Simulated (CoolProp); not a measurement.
Saturation properties of R1234yf (Tc = 367.8 K, pc = 33.84 bar, ω = 0.276).

Computed with CoolProp (reference Helmholtz-energy equation of state, Lemmon 2022).

```
T (K)  p (bar)  enthalpy of vaporisation (kJ/kg)  liquid viscosity (µPa s)
-----  -------  --------------------------------  ------------------------
273.2        ?                                 ?                       198
276.8    3.569                                 ?                       189
280.4        ?                                 ?                       181
284.1    4.508                                 ?                       173
287.7    5.035                             153.5                       165
291.3    5.606                                 ?                       158
294.9    6.225                             148.1                         ?
298.5    6.894                             145.2                       144
```

Question: Fill in the missing entries.

Answer: 
- 273.2, p (bar): 3.164
- 273.2, enthalpy of vaporisation (kJ/kg): 163.5
- 276.8, enthalpy of vaporisation (kJ/kg): 161.1
- 280.4, p (bar): 4.011
- 280.4, enthalpy of vaporisation (kJ/kg): 158.7
- 284.1, enthalpy of vaporisation (kJ/kg): 156.1
- 291.3, enthalpy of vaporisation (kJ/kg): 150.8
- 294.9, liquid viscosity (µPa s): 151

It boils at 243.7 K under 1 atm.

Viscosity comes from a separate model (Bell 2016), an estimate that may be off by 10 % or more.
